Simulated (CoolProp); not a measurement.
Vapour-liquid equilibrium of propylene (1) + R115 (2) at 326.8 K; x and y are mole fractions of (1).

Computed with CoolProp (multi-fluid Helmholtz-energy mixture model, Lemmon 2013 and Lemmon 2016; pair parameters Bell 2016).

```json
[
 {"x": "0.05", "bubble pressure, mixture model (kPa)": "1874", "bubble pressure, Raoult's law (kPa)": "1817", "y, mixture model": "0.072", "y, Raoult's law": "0.061"},
 {"x": "0.2", "bubble pressure, mixture model (kPa)": "2087", "bubble pressure, Raoult's law (kPa)": "1880", "y, mixture model": "0.257", "y, Raoult's law": "0.236"},
 {"x": "0.35", "bubble pressure, mixture model (kPa)": "2254", "bubble pressure, Raoult's law (kPa)": "1944", "y, mixture model": "0.408", "y, Raoult's law": "0.400"},
 {"x": "0.5", "bubble pressure, mixture model (kPa)": "2364", "bubble pressure, Raoult's law (kPa)": "2007", "y, mixture model": "0.537", "y, Raoult's law": "0.553"},
 {"x": "0.65", "bubble pressure, mixture model (kPa)": "2414", "bubble pressure, Raoult's law (kPa)": "2070", "y, mixture model": "0.657", "y, Raoult's law": "0.696"},
 {"x": "0.8", "bubble pressure, mixture model (kPa)": "2395", "bubble pressure, Raoult's law (kPa)": "2134", "y, mixture model": "0.782", "y, Raoult's law": "0.832"},
 {"x": "0.95", "bubble pressure, mixture model (kPa)": "2284", "bubble pressure, Raoult's law (kPa)": "2197", "y, mixture model": "0.935", "y, Raoult's law": "0.959"}
]
```

The largest gap from Raoult's law is +17.8 % in bubble pressure, at x = 0.5. y crosses x between x = 0.65 and 0.8: the model has an azeotrope there.

The pair parameters rest on a limited set of measurements; away from them the model extrapolates.
